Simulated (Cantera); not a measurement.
Input: 1 mol H₂S, 0.17 mol SO₂, 50 mol N₂, 0.11 mol O₂, equilibrated at 2725 °C and 2800000 Pa.

Cantera equilibrium calculation (NASA polynomials, part measured and part estimated; ideal gas, pure solids and liquids). Candidate condensed phases: H₂O, H₂SO₄, S; 35 gas species. Equilibrium is a limit: real reactors are often held back by kinetics, nucleation or transport.

Base state: N₂ 0.963, H₂ 0.0118, S₂ 0.00543, SO 0.00404, H₂O 0.00397, S 0.00350, H 0.00322, SH 0.00249 (mole fractions); condensed: gas only.

**Question.** What changes in the equilibrium state with this change: O₂ from 0.11 to 0.26 mol?

**Answer.** 
| species | before | after |
|---|---|---|
| N₂ | 0.963 | 0.962 |
| H₂ | 0.0118 | 0.0106 |
| SO | 0.00404 | 0.00564 |
| H₂O | 0.00397 | 0.00548 |
| O₂ | 8.00e-6 | 1.90e-5 |
| SO₂ | 0.000977 | 0.00210 |
